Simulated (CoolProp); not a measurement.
Model: reference Helmholtz-energy equation of state, de Reuck 1993, in CoolProp.

### Question
For methanol, give the phase and the cp (kJ/(kg K)), cv (kJ/(kg K)), conductivity (mW/(m K)) at 562.5 K and 1.91 bar; 562.5 K and 4.11 bar.

### Answer
- 562.5 K and 1.91 bar: gas; cp 2.04, cv 1.77, conductivity 47.3
- 562.5 K and 4.11 bar: gas; cp 2.07, cv 1.79, conductivity 47.7

Thermal conductivity comes from a separate model (Sykioti 2013).
